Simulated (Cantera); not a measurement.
Mixture: C2H4 : O2 : N2 : H2O = 1 : 3.03 : 11.4 : 2.4 (molar parts), at 3750 Torr, adiabatic and at constant pressure. Ignition delay is the time to a rise of 400 K.

Cantera simulation using GRI-Mech 3.0 (53 species, 325 reactions); the numbers are that mechanism's predictions, not measurements. GRI-Mech 3.0 was tuned for natural gas; its chemistry of ethylene as a main component is partial and can be far from experiment.

Q: What does this change do: constant volume in place of constant pressure?

A: 
| quantity | before | after |
|---|---|---|
| delay at 1175 K | 1.21 ms | 1.20 ms |
| delay at 1325 K | 59.5 µs | 57.8 µs |
| delay at 1475 K | 10.1 µs | 9.41 µs |
| delay at 1625 K | 4.66 µs | 4.25 µs |
| delay at 1775 K | 2.80 µs | 2.52 µs |
| apparent activation energy between 1625 and 1775 K | 82 kJ/mol | 83 kJ/mol |

Q: What does this change do: 0.022 parts H2 added?

A: 
```tsv
quantity	before	after
delay at 1175 K	1.21 ms	1.09 ms
delay at 1325 K	59.5 µs	55.9 µs
delay at 1475 K	10.1 µs	9.89 µs
delay at 1625 K	4.66 µs	4.60 µs
delay at 1775 K	2.80 µs	2.77 µs
apparent activation energy between 1625 and 1775 K	82 kJ/mol	81 kJ/mol
```
